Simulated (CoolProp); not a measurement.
Vapour-liquid equilibrium of CH2F2 (R32) (1) + propylene (2) at -49.85 °C; x and y are mole fractions of (1).

The numbers come from the multi-fluid Helmholtz-energy mixture model, Tillner-Roth 1997 and Lemmon 2013; pair parameters Bell 2016 in CoolProp.

```
x     bubble pressure, mixture model (bar)  bubble pressure, Raoult's law (bar)  y, mixture model  y, Raoult's law
----  ------------------------------------  -----------------------------------  ----------------  ---------------
0.05                                     ?                               0.9242                 ?            0.060
0.2                                      ?                               0.9535                 ?            0.233
0.35                                 1.557                               0.9828             0.531            0.395
0.5                                  1.587                                1.012                 ?            0.548
0.65                                 1.588                                1.041                 ?            0.693
0.8                                  1.548                                1.071             0.635            0.829
0.95                                     ?                                1.100                 ?            0.958
```

Q: What belongs in the gaps?

A: 
- 0.05, bubble pressure, mixture model (bar): 1.112
- 0.05, y, mixture model: 0.210
- 0.2, bubble pressure, mixture model (bar): 1.442
- 0.2, y, mixture model: 0.452
- 0.5, y, mixture model: 0.566
- 0.65, y, mixture model: 0.590
- 0.95, bubble pressure, mixture model (bar): 1.317
- 0.95, y, mixture model: 0.812

The largest gap from Raoult's law is +58.4 % in bubble pressure, at x = 0.35. y crosses x between x = 0.5 and 0.65: the model has an azeotrope there.

Pair parameters are fitted to limited data, so mixtures are less certain than the pure fluids. With so large a gap from Raoult's law the liquid may split in two, which this calculation doesn't test in full.
